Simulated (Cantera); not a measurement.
An isothermal, constant-pressure homogeneous reactor starts with H2 : O2 : N2 = 1.6 : 1 : 1.3 (molar parts), equivalence ratio 0.80, at 1348 K and 0.133 bar.

Cantera simulation using GRI-Mech 3.0 (53 species, 325 reactions); the numbers are that mechanism's predictions, not measurements. The temperature is held fixed by assumption; the heat of reaction is taken as removed at once.

x: mole fraction; the columns are a selection and need not sum to one.

| t (s) | x H2 | x O2 | x HO2 | x NO2 | x H |
|---|---|---|---|---|---|
| 2.00e-5 | 0.410 | 0.256 | 2.40e-7 | <1e-12 | 1.15e-6 |
| 5.92e-5 | 0.409 | 0.256 | … | <1e-12 | … |
| 0.000175 | 0.0562 | 0.0990 | 1.83e-5 | 1.19e-10 | 0.158 |
| 0.000518 | 0.0374 | 0.0825 | 1.95e-5 | 5.86e-10 | 0.0554 |
| 0.00153 | 0.0102 | 0.0677 | 1.60e-5 | 2.14e-9 | 0.00573 |
| 0.00453 | 0.00121 | 0.0645 | 6.88e-6 | 1.39e-8 | 0.000212 |
| 0.0134 | 0.000133 | 0.0644 | 1.23e-6 | 4.04e-8 | 7.85e-6 |
| 0.0397 | … | 0.0645 | … | 4.16e-8 | … |
| 0.117 | 5.06e-6 | 0.0645 | 6.56e-8 | 2.93e-8 | 6.45e-8 |
| 0.347 | 1.74e-6 | 0.0645 | 3.61e-8 | 2.73e-8 | 1.32e-8 |
| 1.03 | 1.13e-6 | 0.0645 | 3.30e-8 | 3.06e-8 | 6.95e-9 |
| 3.04 | 1.11e-6 | 0.0645 | 3.29e-8 | 3.09e-8 | 6.71e-9 |
| 9.00 | 1.11e-6 | 0.0645 | 3.29e-8 | 3.09e-8 | 6.71e-9 |

Task: Some entries are withheld; supply them.

Result: 
- 5.92e-5, x HO2: 4.33e-6
- 5.92e-5, x H: 0.000469
- 0.0397, x H2: 2.14e-5
- 0.0397, x HO2: 2.31e-7
- 0.0397, x H: 5.38e-7
